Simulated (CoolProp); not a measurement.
Saturation properties of R115 (Tc = 353.1 K, pc = 3.129 MPa, ω = 0.248).

Model: reference Helmholtz-energy equation of state, Lemmon 2016, in CoolProp.

```csv
T (K),p (MPa),enthalpy of vaporisation (kJ/kg),liquid cp (kJ/(kg K)),vapour Z
273,0.4388,108.4,1.021,0.8781
276.8,0.4938,106.5,___,0.8674
280.5,___,___,___,0.8564
284.2,0.6155,102.5,1.056,0.8448
287.9,___,100.4,___,___
291.7,0.7602,98.19,1.083,0.8193
295.4,0.8402,95.92,1.098,0.8057
299.1,0.9263,93.54,___,0.7914
```

**Question.** Fill in the missing entries.

**Answer.** 
- 276.8, liquid cp (kJ/(kg K)): 1.032
- 280.5, p (MPa): 0.5522
- 280.5, enthalpy of vaporisation (kJ/kg): 104.6
- 280.5, liquid cp (kJ/(kg K)): 1.044
- 287.9, p (MPa): 0.6841
- 287.9, liquid cp (kJ/(kg K)): 1.069
- 287.9, vapour Z: 0.8326
- 299.1, liquid cp (kJ/(kg K)): 1.115

It boils at 233.9 K under 1 atm.
